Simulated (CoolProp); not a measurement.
Methanol at 293.15 K and 0.00933 MPa is compressed adiabatically to 0.0533 MPa with isentropic efficiency 0.8. Each further row changes one setting.

Computed with CoolProp (reference Helmholtz-energy equation of state, de Reuck 1993).

```
case             work (kJ/kg)  final temperature (K)  final density (kg/m³)
---------------  ------------  ---------------------  ---------------------
as stated                 191                  416.8                  0.495
efficiency 1              153                  393.8                  0.525
efficiency 0.65           235                  442.6                  0.466
```
